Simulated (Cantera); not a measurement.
An isothermal, constant-pressure homogeneous reactor starts with 3.45 % CH4, 96.6 % N2, at 1673 K and 20.0 Torr.

Computed with Cantera and GRI-Mech 3.0 (53 species, 325 reactions). GRI-Mech 3.0 stops at C3 and has no aromatics, soot or wall deposition, so with more carbon than oxygen in the feed, carbon stays in small species such as C2H2 where larger ones or solid carbon would form. Radical loss at walls, strong at low pressure, is not modelled.

One state of this run: x CH4 = 0.00261; x C2H4 = 1.84e-5; x HCN = 3.79e-6; x C2H = 1.60e-7; x C2H6 = 3.02e-7. x: mole fraction; the columns are a selection and need not sum to one.

### Question
Which value of t (s) does it belong to?
A. 0.0247
B. 1.17
C. 0.445
D. 0.0648

### Answer
B, 1.17
